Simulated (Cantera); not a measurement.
A closed system holds: 1 mol SiH2Cl2, a varied amount of HCl, 3.9 mol N2, equilibrated at 0.00260 bar.

Equilibrium computed with Cantera from the NASA thermochemical tables; the gas is ideal and each condensed phase is pure. Candidate condensed phases: NH4Cl, Si, Si3N4; 28 gas species. N2 is the only nitrogen source here; it is nearly inert below about 1500 K, so the nitride shown seldom forms there in practice. The tables' values for SiCl3 are old estimates. Rates play no part.

Q: What condenses at these points (T in °C, n(HCl) in mol): (1077, 0.81); (1177, 2.9); (1277, 2.9); (1177, 0.98); (1127, 0.68)?

A: 
```
T (°C)  n(HCl) in mol  condensed phases  Si condensed (%)
------  -------------  ----------------  ----------------
1077             0.81             Si3N4              62.6
1177              2.9          gas only               0.0
1277              2.9          gas only               0.0
1177             0.98             Si3N4              35.5
1127             0.68             Si3N4              54.5
```
